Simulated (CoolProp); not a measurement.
Hexamethyldisiloxane (MM) along the isobar 0.905 MPa: fugacity coefficient from the reference equation and from simpler models built on Tc = 245.6 °C, pc = 1.931 MPa, ω = 0.418; each cubic takes its own stable root.

Computed with CoolProp (reference Helmholtz-energy equation of state, Thol 2016).

```tsv
T (°C)	phase	reference	van der Waals	Redlich-Kwong	Soave-Redlich-Kwong	Peng-Robinson
143.35	liquid	0.3079	0.6819	0.4707	0.3163	0.3091
150.55	liquid	0.3544	0.7248	0.5206	0.3647	0.3561
157.75	liquid	0.4051	0.7682	0.5727	0.4174	0.4072
164.95	liquid	0.4599	0.7905	0.6268	0.4744	0.4625
172.05	liquid	0.5178	0.7987	0.6818	0.5345	0.5209
179.25	liquid	0.5803	0.8065	0.7391	0.5992	0.5838
186.45	liquid	0.6465	0.8139	0.7782	0.6675	0.6501
193.65	liquid	0.7160	0.8209	0.7881	0.7387	0.7195
200.85	gas	0.7731	0.8275	0.7975	0.7839	0.7691
208.05	gas	0.7854	0.8338	0.8062	0.7954	0.7805
215.15	gas	0.7967	0.8397	0.8143	0.8059	0.7910
222.35	gas	0.8072	0.8453	0.8221	0.8159	0.8011
229.55	gas	0.8170	0.8507	0.8294	0.8253	0.8105
236.75	gas	0.8262	0.8558	0.8363	0.8342	0.8195
243.95	gas	0.8347	0.8608	0.8429	0.8425	0.8279
251.15	gas	0.8427	0.8654	0.8491	0.8504	0.8358
```

At some of these states van der Waals, Redlich-Kwong gives the other phase, because its saturation line lies elsewhere.
